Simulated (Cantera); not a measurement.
A Cantera script and what it prints.

```python
import numpy as np
import cantera as ct

gas_names = """
    O2
""".split()
cond_names = """
    V2O3(s) V2O3(L) V2O4(I) V2O4(II) V2O4(L)
""".split()


# ... load() reads the species with a 1 bar reference pressure and builds the phases ...
species = {s.name: s for s in load("nasa_gas.yaml", gas_names) + load("nasa_condensed.yaml", cond_names)}
# Each term lists the table entries of one substance; the one whose range holds T is used.
reactions = {
    '2 V2O3 + O2(g) = 2 V2O4':
        [(-2, ['V2O3(s)', 'V2O3(L)']), (-1, ['O2']), (2, ['V2O4(I)', 'V2O4(II)', 'V2O4(L)'])],
}


def pick(names, T):
    return next(species[n] for n in names if species[n].thermo.min_temp <= T <= species[n].thermo.max_temp)


results = []
for label, terms in reactions.items():
    print(label)
    print("     T/K   dH/kJ  dS/(J/K)   dG/kJ   log10 K")
    for T in [1700, 1800, 1900, 2000, 2100, 2200, 2300, 2400, 2500, 2600, 2700]:
        used = [(nu, pick(names, T)) for nu, names in terms]
        dH = sum(nu * s.thermo.h(T) for nu, s in used) / 1e6
        dS = sum(nu * s.thermo.s(T) for nu, s in used) / 1e3
        dG = dH - T * dS / 1e3
        logK = -dG * 1e6 / (ct.gas_constant * T * np.log(10))
        results.append((label, T, dH, dS, dG, logK, [s.name for _, s in used]))
        print(f"{T:8g} {dH:8.1f} {dS:8.1f} {dG:8.1f} {logK:8.2f}")
```

It prints:

```
2 V2O3 + O2(g) = 2 V2O4
     T/K   dH/kJ  dS/(J/K)   dG/kJ   log10 K
    1700   -390.2   -130.5   -168.3     5.17
    1800   -390.8   -130.9   -155.2     4.50
    1900   -162.0     -5.0   -152.4     4.19
    2000   -156.6     -2.3   -152.1     3.97
    2100   -152.0     -0.0   -152.0     3.78
    2200   -148.1      1.8   -152.1     3.61
    2300   -144.8      3.3   -152.3     3.46
    2400   -373.6    -94.5   -146.7     3.19
    2500   -366.2    -91.5   -137.4     2.87
    2600   -358.8    -88.6   -128.4     2.58
    2700   -351.4    -85.8   -119.7     2.32
```

Standard-state values (1 bar) from the NASA 1993 polynomials, evaluated with Cantera. Condensed species are held in their standard states even where they would react or evaporate.
